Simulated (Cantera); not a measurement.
# Low-pressure radical oxidation in H2/O2

A perfectly stirred reactor is fed with H2 : O2 = 0.09 : 1.4 (molar parts), equivalence ratio 0.032, at 1330 Pa; it is held at 1325 K, and followed from long to short residence time.

Model: the H2/O2 subset of GRI-Mech 3.0, which has no nitrogen chemistry, integrated in Cantera. Radical loss at walls, strong at low pressure, is not modelled. The temperature is held fixed by assumption; the heat of reaction is taken as removed at once.

| τ (s) | x H2 | x O2 | x H | x H2O | x OH |
|---|---|---|---|---|---|
| 1.7 | 0.000144 | 0.933 | 0.000217 | 0.0610 | 0.00179 |
| 0.51 | 0.000297 | 0.929 | 0.000666 | 0.0601 | 0.00259 |
| 0.15 | 0.000588 | 0.921 | 0.00186 | 0.0583 | 0.00364 |
| 0.046 | 0.00105 | 0.911 | 0.00411 | 0.0558 | 0.00472 |
| 0.014 | 0.00180 | 0.901 | 0.00684 | 0.0528 | 0.00568 |
| 0.0042 | 0.00347 | 0.897 | 0.00900 | 0.0492 | 0.00669 |
| 0.0013 | 0.00785 | 0.899 | 0.0102 | 0.0435 | 0.00797 |
| 0.00039 | 0.0199 | 0.909 | 0.00919 | 0.0316 | 0.00865 |
x: mole fraction; the columns are a selection and need not sum to one.
